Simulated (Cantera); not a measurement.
# NO annealing gas

A perfectly stirred reactor is fed with NO : N₂ = 1 : 0.12 (molar parts), at 1.00 atm; it is held at 1500 K, and followed from long to short residence time.

Model: GRI-Mech 3.0 (53 species, 325 reactions), integrated in Cantera.

```json
[
 {"τ (s)": "8.1", "x NO": "0.796", "x O": "9.34e-7", "x N₂": "0.155", "x O₂": "0.0468", "x NO₂": "0.00208", "x N₂O": "0.000211"},
 {"τ (s)": "3.1", "x NO": "0.850", "x O": "6.54e-7", "x N₂": "0.128", "x O₂": "0.0200", "x NO₂": "0.00152", "x N₂O": "0.000240"},
 {"τ (s)": "1.2", "x NO": "0.875", "x O": "4.71e-7", "x N₂": "0.116", "x O₂": "0.00790", "x NO₂": "0.00110", "x N₂O": "0.000250"},
 {"τ (s)": "0.45", "x NO": "0.886", "x O": "3.58e-7", "x N₂": "0.110", "x O₂": "0.00276", "x NO₂": "0.000820", "x N₂O": "0.000245"},
 {"τ (s)": "0.17", "x NO": "0.890", "x O": "2.84e-7", "x N₂": "0.108", "x O₂": "0.000833", "x NO₂": "0.000624", "x N₂O": "0.000220"},
 {"τ (s)": "0.066", "x NO": "0.892", "x O": "2.11e-7", "x N₂": "0.107", "x O₂": "0.000188", "x NO₂": "0.000428", "x N₂O": "0.000173"},
 {"τ (s)": "0.025", "x NO": "0.892", "x O": "1.29e-7", "x N₂": "0.107", "x O₂": "2.32e-5", "x NO₂": "0.000215", "x N₂O": "0.000110"},
 {"τ (s)": "0.0097", "x NO": "0.893", "x O": "7.43e-8", "x N₂": "0.107", "x O₂": "2.08e-6", "x NO₂": "8.30e-5", "x N₂O": "5.68e-5"},
 {"τ (s)": "0.0037", "x NO": "0.893", "x O": "5.02e-8", "x N₂": "0.107", "x O₂": "1.99e-7", "x NO₂": "2.96e-5", "x N₂O": "2.49e-5"},
 {"τ (s)": "0.0014", "x NO": "0.893", "x O": "4.10e-8", "x N₂": "0.107", "x O₂": "2.44e-8", "x NO₂": "1.07e-5", "x N₂O": "1.00e-5"},
 {"τ (s)": "0.00054", "x NO": "0.893", "x O": "3.75e-8", "x N₂": "0.107", "x O₂": "3.93e-9", "x NO₂": "4.02e-6", "x N₂O": "3.95e-6"}
]
```
x: mole fraction; the columns are a selection and need not sum to one.
